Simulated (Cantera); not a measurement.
An adiabatic, constant-volume homogeneous reactor starts with CH4 : C2H6 : C3H8 : O2 : N2 = 1 : 0.2 : 0.53 : 4.46 : 16.5 (molar parts), at 1350 K and 2.07 atm. Integrator tolerance rtol = 1e-08.

Model: GRI-Mech 3.0 (53 species, 325 reactions), integrated in Cantera. GRI-Mech 3.0 was tuned for natural gas; its chemistry of propane as a main component is partial and can be far from experiment.

**Question.** What does this change do: pressure from 2.07 atm to 1.18 atm?

**Answer.** 
| quantity | before | after |
|---|---|---|
| time of steepest temperature rise | 0.275 ms | 0.377 ms |
| temperature at 0.100 s | 2993 K | 2943 K |
| equilibrium temperature | 2993 K | 2943 K |
| x(CH4) at 0.100 s | <1e-12 (gas-phase equilibrium <1e-12) | <1e-12 (gas-phase equilibrium <1e-12) |
| x(C2H6) at 0.100 s | <1e-12 (gas-phase equilibrium <1e-12) | <1e-12 (gas-phase equilibrium <1e-12) |
| x(C3H8) at 0.100 s | <1e-12 (gas-phase equilibrium <1e-12) | <1e-12 (gas-phase equilibrium <1e-12) |
| x(O2) at 0.100 s | 0.00821 (gas-phase equilibrium 0.00821) | 0.00921 (gas-phase equilibrium 0.00921) |
| x(CH2) at 0.100 s | 1.12e-12 (gas-phase equilibrium 1.18e-12) | <1e-12 (gas-phase equilibrium <1e-12) |
| x(C2H2) at 0.100 s | <1e-12 (gas-phase equilibrium <1e-12) | <1e-12 (gas-phase equilibrium <1e-12) |

**Question.** What does this change do: 0.62 parts CO2 added?

**Answer.** 
| quantity | before | after |
|---|---|---|
| time of steepest temperature rise | 0.275 ms | 0.285 ms |
| temperature at 0.100 s | 2993 K | 2941 K |
| equilibrium temperature | 2993 K | 2941 K |
| x(CH4) at 0.100 s | <1e-12 (gas-phase equilibrium <1e-12) | <1e-12 (gas-phase equilibrium <1e-12) |
| x(C2H6) at 0.100 s | <1e-12 (gas-phase equilibrium <1e-12) | <1e-12 (gas-phase equilibrium <1e-12) |
| x(C3H8) at 0.100 s | <1e-12 (gas-phase equilibrium <1e-12) | <1e-12 (gas-phase equilibrium <1e-12) |
| x(O2) at 0.100 s | 0.00821 (gas-phase equilibrium 0.00821) | 0.00902 (gas-phase equilibrium 0.00902) |
| x(CH2) at 0.100 s | 1.12e-12 (gas-phase equilibrium 1.18e-12) | <1e-12 (gas-phase equilibrium <1e-12) |
| x(C2H2) at 0.100 s | <1e-12 (gas-phase equilibrium <1e-12) | <1e-12 (gas-phase equilibrium <1e-12) |

**Question.** What does this change do: pressure from 2.07 atm to 0.987 atm?

**Answer.** 
```csv
quantity,before,after
time of steepest temperature rise,0.275 ms,0.418 ms
temperature at 0.100 s,2993 K,2926 K
equilibrium temperature,2993 K,2926 K
x(CH4) at 0.100 s,<1e-12 (gas-phase equilibrium <1e-12),<1e-12 (gas-phase equilibrium <1e-12)
x(C2H6) at 0.100 s,<1e-12 (gas-phase equilibrium <1e-12),<1e-12 (gas-phase equilibrium <1e-12)
x(C3H8) at 0.100 s,<1e-12 (gas-phase equilibrium <1e-12),<1e-12 (gas-phase equilibrium <1e-12)
x(O2) at 0.100 s,0.00821 (gas-phase equilibrium 0.00821),0.00954 (gas-phase equilibrium 0.00954)
x(CH2) at 0.100 s,1.12e-12 (gas-phase equilibrium 1.18e-12),<1e-12 (gas-phase equilibrium <1e-12)
x(C2H2) at 0.100 s,<1e-12 (gas-phase equilibrium <1e-12),<1e-12 (gas-phase equilibrium <1e-12)
```
